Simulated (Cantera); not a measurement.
Hydrocarbon pyrolysis for carbon deposition

A perfectly stirred reactor is fed with 7.69 % C2H4, 92.3 % H2, at 0.188 Torr; it is held at 1423 K, and followed from long to short residence time.

Model: GRI-Mech 3.0 (53 species, 325 reactions), integrated in Cantera. GRI-Mech 3.0 was tuned for natural gas; its chemistry of ethylene as a main component is partial and can be far from experiment. GRI-Mech 3.0 stops at C3 and has no aromatics, soot or wall deposition, so with more carbon than oxygen in the feed, carbon stays in small species such as C2H2 where larger ones or solid carbon would form. Radical loss at walls, strong at low pressure, is not modelled.

```
τ (s)    x C2H4   x H2     x CH2     x C2H     x CH3
-------  ------  -----  --------  --------  --------
6.2      0.0688  0.924  8.56e-12  1.75e-11  1.53e-10
1.3      0.0752  0.923  2.04e-12    <1e-12  6.49e-11
0.26     0.0766  0.923    <1e-12    <1e-12  2.05e-11
0.054    0.0769  0.923    <1e-12    <1e-12  4.47e-12
0.011    0.0769  0.923    <1e-12    <1e-12    <1e-12
0.0023   0.0769  0.923    <1e-12    <1e-12    <1e-12
0.00047  0.0769  0.923    <1e-12    <1e-12    <1e-12
```
x: mole fraction; the columns are a selection and need not sum to one.
